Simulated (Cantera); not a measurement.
Input: 1 mol SiH2Cl2, 18 mol N2, held at 1675 °C and 1.20 Torr.

These are equilibrium values from Cantera (NASA tables, ideal gas, pure condensed phases), not measurements of a reactor. Candidate condensed phases: NH4Cl, Si, Si3N4; 28 gas species. The tables' values for SiCl, SiN, SiCl3 are old estimates; treat these amounts as uncertain. Rates play no part.

Base state: N2 0.885, SiCl2 0.0345, H2 0.0344, HCl 0.0241, Si 0.0116, H 0.00524, Cl 0.00275, SiCl 0.00232 (mole fractions); condensed: gas only.

Task: What changes in the equilibrium state with this change: temperature from 1675 °C to 1625 °C?

Result: 
```csv
species,before,after
N2,0.885,0.890
SiCl2,0.0345,0.0365
H2,0.0344,0.0365
Si,0.0116,0.00768
HCl,0.0241,0.0222
Cl,0.00275,0.00171
H,0.00524,0.00373
"Si(l), mol",0,0.0566
```
